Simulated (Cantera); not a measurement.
A closed system holds: 1 mol Fe2O3, 11 mol Cl2, 1.7 mol N2, equilibrated at 24.0 mbar.

Cantera equilibrium calculation (NASA polynomials, part measured and part estimated; ideal gas, pure solids and liquids). Candidate condensed phases: Fe, FeCl2, FeCl3, FeO, Fe2O3, Fe3O4; 19 gas species. Kinetics and transport are ignored.

Question: At 1098 K, list the 7 most abundant gas species with their mole fractions, and the condensed phases.

Answer: Cl2 0.633, N2 0.128, FeCl3 0.121, O2 0.0993, FeCl2 0.0114, Cl 0.00759, Fe2Cl6 0.000161. Condensed: Fe2O3(s).
